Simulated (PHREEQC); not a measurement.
Solution (25 °C): 67 mmol/kgw Na2HAsO4, 160 mmol/kgw H2SO4 and 0.68 mmol/kgw NaCl. Closed to the air; pH follows from the charge balance.

Equilibrium calculation in PHREEQC: ion-association model, wateq4f.dat.

This is a speciation only: nothing precipitates in the calculation.

Order these S species by the share of S that they hold, largest first: HSO4-, NaSO4-, SO4-2.

HSO4- (67 %), SO4-2 (28 %), NaSO4- (4.7 %)

The pH is 1.18 and the ionic strength 0.256 mol/kgw.
